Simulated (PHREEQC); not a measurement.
Consider water at 25 °C with 24 mmol/kgw CdCl2, 6.6 mmol/kgw ZnCl2 and 55 mmol/kgw NaF. Closed to the air; pH follows from the charge balance.

All values are PHREEQC results (ion-association model, wateq4f.dat), not measurements.

| quantity | before | after |
|---|---|---|
| pH | 6.43 | 4.07 |
| ionic strength (mol/kgw) | 0.109 | 0.159 |
| Cl- (mol/kgw) | 0.0456 | 0.0456 |

Task: Name the change that produced these shifts.
A) 0.0033 mol/kgw CsOH added
B) ZnCl2 left out
C) 0.019 mol/kgw Cu(BF4)2 added
D) diluted 10-fold with water
E) NaF left out

Result: C, 0.019 mol/kgw Cu(BF4)2 added

Precipitation was switched off in this run. Real BF4- forms and hydrolyses slowly; the run takes it at equilibrium.
